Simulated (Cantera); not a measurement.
Mixture: H₂ : O₂ : N₂ = 1 : 0.455 : 2.36 (molar parts), equivalence ratio 1.1, at 760 Torr, adiabatic and at constant pressure. Ignition delay is the time to a rise of 400 K.

Cantera simulation using the H2/O2 subset of GRI-Mech 3.0, which has no nitrogen chemistry; the numbers are that mechanism's predictions, not measurements. Where the delays flatten at high temperature, the 400 K rule measures the pace of heat release, not the induction time.

Problem. Predict: delay at 1123 K; delay at 1323 K; delay at 1523 K; delay at 1723 K; delay at 1923 K.

Solution. 
```json
{
 "delay at 1123 K": "92.3 µs",
 "delay at 1323 K": "35.4 µs",
 "delay at 1523 K": "23.8 µs",
 "delay at 1723 K": "22.9 µs",
 "delay at 1923 K": "26.6 µs"
}
```
